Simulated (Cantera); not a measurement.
## Silicon epitaxy and polysilicon growth: Si2H6 + H2

A closed system holds: 1 mol Si2H6, 11 mol H2, at 1398 K and 16.0 mbar.

Cantera equilibrium calculation (NASA polynomials, part measured and part estimated; ideal gas, pure solids and liquids). Candidate condensed phases: Si; 9 gas species. The feed counts by its element totals alone. Rates play no part.

```json
{
 "x(H2)": "1.000",
 "x(H)": "3.74e-5",
 "n(Si(s))": "2.00 mol",
 "gas_amount": "14.00 mol"
}
```
